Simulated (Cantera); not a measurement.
Feed: 1 mol Si, 0.72 mol Cl₂, 83 mol H₂, equilibrated at 1475 K and 0.0100 bar.

Equilibrium computed with Cantera from the NASA thermochemical tables; the gas is ideal and each condensed phase is pure. Candidate condensed phases: Si; 19 gas species. Kinetics and transport are ignored.

Base state: H₂ 0.983, HCl 0.0156, SiCl₂ 0.000781, H 0.000129 (mole fractions); condensed: Si(s).

Question: What changes in the equilibrium state with this change: Cl₂ from 0.72 to 0.89 mol?

Answer: 
| species | before | after |
|---|---|---|
| H₂ | 0.983 | 0.980 |
| HCl | 0.0156 | 0.0189 |
| SiCl₂ | 0.000781 | 0.00115 |
| H | 0.000129 | 0.000128 |
| Si(s), mol | 0.934 | 0.903 |
